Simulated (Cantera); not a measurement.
Equilibrium for thermal oxidation and active oxidation of silicon: Si + N₂O + H₂ + CO₂

Charge: 1 mol Si, 0.26 mol N₂O, 7.4 mol H₂, a varied amount of CO₂, at 1900 K and 2.10 Pa.

Cantera equilibrium calculation (NASA polynomials, part measured and part estimated; ideal gas, pure solids and liquids). Candidate condensed phases: C, C₆H₆, C₇H₈, C₈H₁₈, H₂O, Si, SiC, SiO₂, Si₂N₂O, Si₃N₄; 151 gas species. The tables' values for SiN are old estimates; treat these amounts as uncertain. Rates play no part.

From 0.035 mol CO₂ to 0.84 mol CO₂ nothing is condensed. The main Si-bearing gas is Si at 0.035 mol CO₂ and SiO at 0.84 mol CO₂.

```
n(CO₂) (mol)   x H₂    x H   x SiO     x CO     x Si    x N₂
------------  -----  -----  ------  -------  -------  ------
0.035         0.716  0.146  0.0315  0.00371   0.0747  0.0277
0.054         0.714  0.146  0.0334  0.00572   0.0725  0.0276
0.086         0.711  0.146  0.0367  0.00909   0.0689  0.0276
0.14          0.707  0.146  0.0422   0.0147   0.0628  0.0274
0.21          0.701  0.145  0.0492   0.0219   0.0551  0.0272
0.34          0.691  0.144  0.0619   0.0350   0.0410  0.0268
0.53          0.677  0.142  0.0799   0.0536   0.0211  0.0263
0.84          0.646  0.139  0.0979   0.0820  7.78e-8  0.0255
```
x: gas mole fraction; nothing condenses.
